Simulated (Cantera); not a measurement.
# Premixed flame

A freely propagating, adiabatic, planar premixed flame of H₂ : O₂ : N₂ : H₂O = 1 : 0.417 : 1.57 : 0.49 (molar parts), unburnt at 648 K and 7500 Torr; mixture-averaged transport, grid criteria slope 0.08 and curve 0.16, no radiation.

Computed with Cantera and the H2/O2 subset of GRI-Mech 3.0, which has no nitrogen chemistry. The hydrogen kinetics of GRI-Mech 3.0 are dated; newer H2 mechanisms differ, most at raised pressure. Burning velocities carry a grid error of a few per cent, more on coarse grids.

| z (mm) | T (K) | u (m/s) | x H₂ | x O₂ | x H₂O | x HO₂ | x O | x H |
|---|---|---|---|---|---|---|---|---|
| -0.0805 | 648 | 4.22 | 0.287 | 0.120 | 0.141 | 3.07e-8 | <1e-8 | <1e-8 |
| -0.0536 | 648 | 4.22 | 0.286 | 0.120 | 0.141 | 4.22e-7 | <1e-8 | <1e-8 |
| -0.0402 | 650 | 4.21 | 0.283 | 0.121 | 0.142 | 2.32e-6 | <1e-8 | <1e-8 |
| -0.0268 | 660 | 4.23 | 0.273 | 0.122 | 0.145 | 2.92e-5 | 6.93e-8 | <1e-8 |
| -0.0134 | 780 | 4.80 | 0.235 | 0.123 | 0.163 | 0.000816 | 7.83e-6 | 1.72e-5 |
| -0.00670 | 1088 | 6.49 | 0.190 | 0.109 | 0.207 | 0.00156 | 0.000174 | 0.000946 |
| 0 | 1493 | 8.76 | 0.137 | 0.0768 | 0.278 | 0.000791 | 0.00102 | 0.00582 |
| 0.00670 | 1772 | 10.3 | 0.0951 | 0.0439 | 0.339 | 0.000338 | 0.00178 | 0.0113 |
| 0.0134 | 1930 | 11.2 | 0.0725 | 0.0241 | 0.375 | 0.000151 | 0.00192 | 0.0132 |
| 0.0268 | 2081 | 12.0 | 0.0574 | 0.00987 | 0.401 | 4.94e-5 | 0.00157 | 0.0113 |
| 0.0536 | 2196 | 12.6 | 0.0512 | 0.00419 | 0.416 | 1.71e-5 | 0.000847 | 0.00724 |
| 0.107 | 2270 | 13.0 | 0.0479 | 0.00183 | 0.426 | 5.72e-6 | 0.000349 | 0.00416 |
| 0.215 | 2311 | 13.2 | 0.0460 | 0.000706 | 0.431 | 1.59e-6 | 0.000130 | 0.00238 |
x: mole fraction of selected species; z is measured from the peak of heat release.

- laminar burning velocity: 422 cm/s
- thermal thickness: 0.0268 mm
- peak x(HO₂): 0.00163
- peak x(O): 0.00193
- peak x(H): 0.0132
- grid points: 114
